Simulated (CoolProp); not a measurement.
Vapour-liquid equilibrium of R152A (1) + isobutene (2) at -65.55 °C; x and y are mole fractions of (1).

The numbers come from the multi-fluid Helmholtz-energy mixture model, Outcalt 1996 and Lemmon 2005; pair parameters Bell 2016 in CoolProp.

Task: Give the bubble pressure and the first vapour's composition at x = 0.05, 0.5, 0.95. Is there an azeotrope?

Result: x = 0.05: 6.591 kPa, y = 0.312; x = 0.5: 11.16 kPa, y = 0.688; x = 0.95: 10.91 kPa, y = 0.911. y crosses x between x = 0.65 and 0.8: the model has an azeotrope there.

The pair parameters rest on a limited set of measurements; away from them the model extrapolates. With so large a gap from Raoult's law the liquid may split in two, which this calculation doesn't test in full.
